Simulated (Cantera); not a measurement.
Input (Python, Cantera):

```python
import numpy as np
import cantera as ct

gas = ct.Solution("h2o2.yaml")
gas.TPX = 650, 320000, {'H2': 1, 'O2': 0.725, 'N2': 3.48}
flame = ct.FreeFlame(gas, width=0.018)
flame.set_refine_criteria(ratio=3, slope=0.08, curve=0.16)
flame.transport_model = "mixture-averaged"
flame.solve(loglevel=0, auto=True)
z, T = flame.grid, flame.T
thick = (T[-1] - T[0]) / np.gradient(T, z).max()
show = ['H2', 'O2', 'O', 'H2O', 'HO2', 'H']
print(f"laminar burning velocity  {flame.velocity[0] * 100:.3f} cm/s")
print(f"burnt temperature         {T[-1]:.1f} K")
print(f"thermal thickness         {thick * 1e3:.4f} mm")
print(f"grid points               {len(z)}")
z0 = z[flame.heat_release_rate.argmax()]
print(f"{'z/mm':>9s}{'T/K':>9s}{'u/(m/s)':>9s}" + "".join(f"{s:>11s}" for s in show))
rows = []
for k in (-3, -2, -1.5, -1, -0.5, -0.25, 0, 0.25, 0.5, 1, 2, 4, 8):
    zz = z0 + k * thick
    rows.append([k * thick, np.interp(zz, z, T), np.interp(zz, z, flame.velocity),
                 *(np.interp(zz, z, flame.X[gas.species_index(s)]) for s in show)])
    print(f"{rows[-1][0] * 1e3:9.3f}{rows[-1][1]:9.1f}{rows[-1][2]:9.3f}" + "".join(f"{x:11.3e}" for x in rows[-1][3:]))
```

It prints:

```
laminar burning velocity  363.840 cm/s
burnt temperature         2047.4 K
thermal thickness         0.1126 mm
grid points               108
     z/mm      T/K  u/(m/s)         H2         O2          O        H2O        HO2          H
   -0.338    650.0    3.638  1.921e-01  1.393e-01  3.973e-13  2.538e-08  1.138e-09  3.126e-14
   -0.225    650.0    3.637  1.916e-01  1.394e-01  1.021e-10  1.049e-06  6.824e-08  8.348e-12
   -0.169    650.2    3.634  1.908e-01  1.395e-01  1.293e-09  5.971e-06  4.561e-07  1.256e-10
   -0.113    652.1    3.627  1.865e-01  1.402e-01  6.981e-08  1.012e-04  1.108e-05  3.363e-08
   -0.056    721.4    3.911  1.605e-01  1.416e-01  1.876e-05  6.274e-03  4.524e-04  1.043e-04
   -0.028    962.2    5.083  1.206e-01  1.322e-01  3.868e-04  3.660e-02  3.962e-04  1.903e-03
    0.000   1301.4    6.757  6.823e-02  1.034e-01  2.653e-03  9.687e-02  2.192e-04  7.741e-03
    0.028   1551.8    8.007  3.076e-02  7.295e-02  5.543e-03  1.493e-01  1.246e-04  1.131e-02
    0.056   1693.5    8.708  1.618e-02  5.892e-02  6.346e-03  1.727e-01  8.179e-05  1.001e-02
    0.113   1833.9    9.381  8.992e-03  5.192e-02  5.020e-03  1.874e-01  4.913e-05  5.769e-03
    0.225   1940.3    9.873  5.087e-03  4.972e-02  2.762e-03  1.967e-01  2.627e-05  2.228e-03
    0.450   2002.8   10.154  2.299e-03  4.905e-02  1.202e-03  2.029e-01  1.198e-05  6.257e-04
    0.900   2032.6   10.286  8.584e-04  4.909e-02  4.484e-04  2.063e-01  5.072e-06  1.395e-04
```

Cantera simulation using the H2/O2 subset of GRI-Mech 3.0, which has no nitrogen chemistry; the numbers are that mechanism's predictions, not measurements. The hydrogen kinetics of GRI-Mech 3.0 are dated; newer H2 mechanisms differ, most at raised pressure. Burning velocities carry a grid error of a few per cent, more on coarse grids. Lean hydrogen flames are cellular in practice and burn faster than this planar one.
